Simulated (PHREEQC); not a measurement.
Dissolve 0.028 mol NH4HF2 per kg of water at 52 °C. Closed to the air; pH follows from the charge balance.

The numbers come from PHREEQC with the ion-association model, wateq4f.dat.

No solid was allowed to form.

Predict the pH, ionic strength.

pH 3.36; ionic strength 0.0285 mol/kgw.

In which forms is F present?

F- 46 %, HF 42 %, HF2- 9.6 %, H2F2 1.9 % of the F.

Away from 25 °C the constants follow the database's enthalpies or fits; those with neither stay at their 25 °C values.
